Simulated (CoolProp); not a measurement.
Saturation properties of R1233zd(E) (Tc = 438.9 K, pc = 3.583 MPa, ω = 0.304).

Model: reference Helmholtz-energy equation of state, Akasaka 2022, in CoolProp.

```tsv
T (K)	p (MPa)	liquid density (kg/m³)	liquid cp (kJ/(kg K))	vapour Z
226.6	0.003775	1422	1.055	0.9965
232.6	0.005623	1410	1.065	0.9953
238.6	0.008179	1397	1.075	0.9937
244.6	0.01164	1384	1.085	0.9917
250.6	0.01623	1371	1.095	0.9893
256.6	0.02221	1358	1.106	0.9865
262.6	0.02989	1345	1.117	0.9831
268.6	0.03959	1332	1.128	0.9792
274.6	0.05168	1318	1.139	0.9747
280.7	0.06683	1304	1.151	0.9694
286.7	0.08500	1290	1.162	0.9636
292.7	0.1069	1276	1.175	0.9570
298.7	0.1329	1262	1.187	0.9497
```

It boils at 291.3 K under 1 atm.
